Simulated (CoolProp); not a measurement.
A closed Brayton cycle with carbon dioxide: compressor inlet 330.15 K and 7.6 MPa, high pressure 13.7 MPa, turbine inlet 760 K, compressor efficiency 0.8, turbine efficiency 0.9, recuperator effectiveness 0.8 (on enthalpy, no pinch check). Each further row changes one setting.

Model: reference Helmholtz-energy equation of state, Span 1996, in CoolProp.

| case | thermal efficiency (%) | net work (kJ/kg) | compressor to turbine work | compressor exit (K) | turbine exit (K) |
|---|---|---|---|---|---|
| as stated | 20.9 | 39.4 | 0.46 | 383.2 | 692.5 |
| turbine inlet 710 K | 19.8 | 34.0 | 0.50 | 383.2 | [?] |
| compressor inlet 340.15 K | [?] | 36.1 | 0.50 | 395.6 | 692.5 |
| high pressure 11.6 MPa | [?] | 29.6 | 0.44 | 367.8 | 711.3 |
| recuperator effectiveness 0.5 | [?] | 39.4 | 0.46 | 383.2 | 692.5 |

Task: Complete the blanks.

Result: 
- turbine inlet 710 K, turbine exit (K): 645.1
- compressor inlet 340.15 K, thermal efficiency (%): 20.1
- high pressure 11.6 MPa, thermal efficiency (%): 17.8
- recuperator effectiveness 0.5, thermal efficiency (%): 13.4
